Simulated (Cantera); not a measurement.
## Premixed flame

A freely propagating, adiabatic, planar premixed flame of 4.38 % CO, 0.438 % H₂, 5.26 % CH₄, 16.3 % O₂, 73.6 % N₂, unburnt at 700 K and 3750 Torr; mixture-averaged transport, grid criteria slope 0.08 and curve 0.16, no radiation.

Detailed kinetics in Cantera: GRI-Mech 3.0 (53 species, 325 reactions). Burning velocities carry a grid error of a few per cent, more on coarse grids.

```
z (mm)   T (K)  u (m/s)     x CO      x H₂     x CH₄     x H₂O    x C₂H₆       x O
-------  -----  -------  -------  --------  --------  --------  --------  --------
-0.351     701    0.731   0.0438   0.00457    0.0525  0.000142   6.47e-8     <1e-8
-0.234     705    0.736   0.0438   0.00480    0.0523  0.000842   7.35e-7     <1e-8
-0.175     716    0.747   0.0438   0.00506    0.0516   0.00249   3.34e-6     <1e-8
-0.117     770    0.805   0.0440   0.00550    0.0487   0.00928   2.50e-5   1.00e-8
-0.0584   1045     1.10   0.0458   0.00621    0.0350    0.0368  0.000220   3.32e-6
-0.0292   1360     1.43   0.0480   0.00654    0.0194    0.0643  0.000318   5.64e-5
0         1699     1.78   0.0464   0.00574   0.00410    0.0915   3.65e-5  0.000682
0.0292    1866     1.94   0.0338   0.00367  0.000192     0.101   7.39e-8   0.00216
0.0584    1947     2.02   0.0228   0.00283   5.02e-6     0.103     <1e-8   0.00241
0.117     2037     2.10   0.0127   0.00214     <1e-8     0.105     <1e-8   0.00180
0.234     2112     2.16  0.00655   0.00125     <1e-8     0.108     <1e-8  0.000955
0.468     2156     2.20  0.00309  0.000597     <1e-8     0.110     <1e-8  0.000436
0.935     2174     2.22  0.00154  0.000322     <1e-8     0.111     <1e-8  0.000238
```
x: mole fraction of selected species; z is measured from the peak of heat release.

The laminar burning velocity is 73.0 cm/s. The thermal thickness is 0.117 mm and the peak x(C₂H₆) is 0.000331. The peak x(O) is 0.00244 and the grid points is 135.
